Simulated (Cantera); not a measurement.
Charge: 1 mol B, 50 mol H₂, 0.073 mol O₂, held at 1.33 mbar.

Equilibrium computed with Cantera from the NASA thermochemical tables; the gas is ideal and each condensed phase is pure. Candidate condensed phases: B, B₂O₃, B₃O₃H₃, H₂O; 23 gas species. Mutual solubility and eutectic melting of coexisting phases are not modelled. Kinetics and transport are ignored. All values below are at 1198 K.

Base state: H₂ 0.998, HBO 0.00156, B₃O₃H₃ 0.000250, B₂O₂ 5.11e-5, HBO₂ 1.62e-5 (mole fractions); condensed: B(s) + B₂O₃(l).

Task: What changes in the equilibrium state with this change: pressure from 1.33 mbar to 1.00 bar?

Result: 
```tsv
species	before	after
H₂	0.998	0.999
B₃O₃H₃	0.000250	0.000964
HBO	0.00156	2.97e-5
B₂O₂	5.11e-5	1.85e-8
HBO₂	1.62e-5	1.61e-7
B(s), mol	0.863	0.854
B₂O₃(l), mol	0.00754	0
```
